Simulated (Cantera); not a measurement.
A perfectly stirred reactor is fed with 69.0 % CH₄, 31.0 % CO₂, at 101000 Pa; it is held at 1648 K, and followed from long to short residence time.

Cantera simulation using GRI-Mech 3.0 (53 species, 325 reactions); the numbers are that mechanism's predictions, not measurements. GRI-Mech 3.0 stops at C3 and has no aromatics, soot or wall deposition, so with more carbon than oxygen in the feed, carbon stays in small species such as C2H2 where larger ones or solid carbon would form.

### Question
Predict: x(CH₄) at τ = 0.660 s; x(CO₂) at τ = 0.660 s; x(CH₂CO) at τ = 0.660 s; x(C₂H₆) at τ = 0.660 s; x(HCO) at τ = 0.660 s; x(CH₄) at τ = 23.0 ms; x(CO₂) at τ = 23.0 ms; x(CH₂CO) at τ = 23.0 ms; x(C₂H₆) at τ = 23.0 ms; x(HCO) at τ = 23.0 ms.

### Answer
| Property | Value |
|---|---|
| x(CH₄) at τ = 0.660 s | 0.0771 |
| x(CO₂) at τ = 0.660 s | 0.0273 |
| x(CH₂CO) at τ = 0.660 s | 2.73e-5 |
| x(C₂H₆) at τ = 0.660 s | 4.14e-5 |
| x(HCO) at τ = 0.660 s | 1.13e-8 |
| x(CH₄) at τ = 23.0 ms | 0.359 |
| x(CO₂) at τ = 23.0 ms | 0.200 |
| x(CH₂CO) at τ = 23.0 ms | 1.42e-5 |
| x(C₂H₆) at τ = 23.0 ms | 0.000716 |
| x(HCO) at τ = 23.0 ms | 6.20e-9 |
